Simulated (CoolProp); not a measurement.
Properties of R134a along the isotherm 181.85 °C.

The numbers come from the reference Helmholtz-energy equation of state, Tillner-Roth 1994 in CoolProp.

```json
[
 {"p (kPa)": "128", "phase": "gas", "cp (kJ/(kg K))": "1.094", "cv (kJ/(kg K))": "…", "speed of sound (m/s)": "199.3", "expansivity (1/kK)": "2.244", "fugacity coefficient": "0.9946"},
 {"p (kPa)": "243", "phase": "gas", "cp (kJ/(kg K))": "1.098", "cv (kJ/(kg K))": "1.012", "speed of sound (m/s)": "198.5", "expansivity (1/kK)": "2.286", "fugacity coefficient": "0.9898"},
 {"p (kPa)": "461", "phase": "gas", "cp (kJ/(kg K))": "1.105", "cv (kJ/(kg K))": "1.014", "speed of sound (m/s)": "197.1", "expansivity (1/kK)": "2.369", "fugacity coefficient": "0.9806"},
 {"p (kPa)": "875", "phase": "gas", "cp (kJ/(kg K))": "1.120", "cv (kJ/(kg K))": "…", "speed of sound (m/s)": "194.2", "expansivity (1/kK)": "2.537", "fugacity coefficient": "0.9635"},
 {"p (kPa)": "1660", "phase": "gas", "cp (kJ/(kg K))": "1.151", "cv (kJ/(kg K))": "1.029", "speed of sound (m/s)": "188.8", "expansivity (1/kK)": "2.898", "fugacity coefficient": "0.9315"},
 {"p (kPa)": "3140", "phase": "gas", "cp (kJ/(kg K))": "1.224", "cv (kJ/(kg K))": "…", "speed of sound (m/s)": "…", "expansivity (1/kK)": "3.761", "fugacity coefficient": "…"},
 {"p (kPa)": "5960", "phase": "supercritical", "cp (kJ/(kg K))": "1.441", "cv (kJ/(kg K))": "1.084", "speed of sound (m/s)": "162.6", "expansivity (1/kK)": "6.281", "fugacity coefficient": "…"},
 {"p (kPa)": "11300", "phase": "supercritical", "cp (kJ/(kg K))": "1.815", "cv (kJ/(kg K))": "1.114", "speed of sound (m/s)": "179.4", "expansivity (1/kK)": "8.829", "fugacity coefficient": "0.6140"},
 {"p (kPa)": "21400", "phase": "supercritical", "cp (kJ/(kg K))": "1.583", "cv (kJ/(kg K))": "1.100", "speed of sound (m/s)": "301.8", "expansivity (1/kK)": "4.096", "fugacity coefficient": "0.4828"},
 {"p (kPa)": "40600", "phase": "supercritical", "cp (kJ/(kg K))": "1.452", "cv (kJ/(kg K))": "1.094", "speed of sound (m/s)": "462.0", "expansivity (1/kK)": "2.210", "fugacity coefficient": "0.4492"}
]
```

Problem. Complete the blanks.

Solution. 
- 128, cv (kJ/(kg K)): 1.010
- 875, cv (kJ/(kg K)): 1.019
- 3140, cv (kJ/(kg K)): 1.048
- 3140, speed of sound (m/s): 178.8
- 3140, fugacity coefficient: 0.8731
- 5960, fugacity coefficient: 0.7697
